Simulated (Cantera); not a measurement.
A closed system holds: 1 mol HMDSO, 3.4 mol CO₂, 14 mol H₂, 1.1 mol H₂O, held at 100 Torr.

Cantera equilibrium calculation (NASA polynomials, part measured and part estimated; ideal gas, pure solids and liquids). Candidate condensed phases: C, C₆H₆, C₇H₈, C₈H₁₈, H₂O, Si, SiC, SiO₂; 123 gas species. The feed counts by its element totals alone. Mutual solubility and eutectic melting of coexisting phases are not modelled. The tables hold silica as quartz up to 1696 K and as liquid above; real silica turns to tridymite and cristobalite and melts near 1996 K. Kinetics and transport are ignored.

log p: log10 of the partial pressure in bar; n: condensed amount in mol.

| T (K) | log p H₂ | log p CO | log p SiO | log p H | n C(graphite) | n SiO₂(β-quartz) | n SiC(s) |
|---|---|---|---|---|---|---|---|
| 1350 | -0.96 | -1.65 | -6.98 | -6.10 | 4.49 | 2.00 | 0 |
| 1400 | -0.96 | -1.65 | -6.04 | -5.79 | 4.49 | 2.00 | 0 |
| 1450 | -0.96 | -1.65 | -5.17 | -5.50 | 4.49 | 2.00 | 0 |
| 1500 | -0.96 | -1.65 | -4.35 | -5.23 | 4.48 | 1.99 | 0.00117 |
| 1550 | -1.00 | -1.48 | -3.87 | -5.00 | 0 | (withheld) | 1.49 |
| 1600 | -1.00 | -1.48 | -3.37 | -4.76 | 0 | (withheld) | 1.47 |
| 1650 | -1.00 | -1.48 | -2.90 | -4.54 | 0 | (withheld) | 1.40 |
| 1700 | -1.01 | -1.48 | -2.52 | -4.34 | 0 | 0 | 1.25 |
| 1750 | -1.01 | -1.48 | -2.52 | -4.14 | 0 | 0 | 1.25 |
| 1800 | -1.01 | -1.48 | -2.52 | -3.95 | 0 | 0 | 1.25 |

Q: What belongs in the gaps?

A: 
- 1550, n SiO₂(β-quartz): 0.480
- 1600, n SiO₂(β-quartz): 0.432
- 1650, n SiO₂(β-quartz): 0.298
